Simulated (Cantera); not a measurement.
Input: 1 mol BCl3, a varied amount of H2O, 22 mol H2, at 150 Torr.

Cantera equilibrium calculation (NASA polynomials, part measured and part estimated; ideal gas, pure solids and liquids). Candidate condensed phases: B, B2O3, B3O3H3, H2O; 33 gas species. The tables' values for BCl2 are old estimates. Kinetics and transport are ignored.

Stable condensed phases, one row left out:

```
T in K \ n(H2O) in mol
         0.071 0.083 0.098  0.12  0.14  0.16  0.19  0.22  0.27  0.31  0.37  0.43  0.51
   2250      A     A     A     A     A     A     A     A     A     A     B     B     B
   2225      A     A     A     A     A     A     A     A     A     A     A     A     B
   2200      A     A     A     A     A     A     A     A     A     A     A     A     B
   2150      A     A     A     A     A     A     A     A     A     A     A     A     A
   2125      A     A     A     A     A     A     A     A     A     A     A     A     A
   2100      A     A     A     A     A     A     A     A     A     A     A     A     A
   2075      A     A     A     A     A     A     A     A     A     A     A     A     A
   2050      A     A     A     A     A     A     A     A     A     A     A     A     A
   2025      A     A     A     A     A     A     A     A     A     A     A     A     A
   2000      A     A     A     A     A     A     A     A     A     A     A     A     A
   1975      A     A     A     A     A     A     A     A     A     A     A     A     A
   1950      A     A     A     A     A     A     A     A     A     A     A     A     A
   1925      A     A     A     A     A     A     A     A     A     A     A     A     A
```

A: B; B: gas only.

Q: Give the row for 2175 K.

A: 0.071: B; 0.083: B; 0.098: B; 0.12: B; 0.14: B; 0.16: B; 0.19: B; 0.22: B; 0.27: B; 0.31: B; 0.37: B; 0.43: B; 0.51: B.
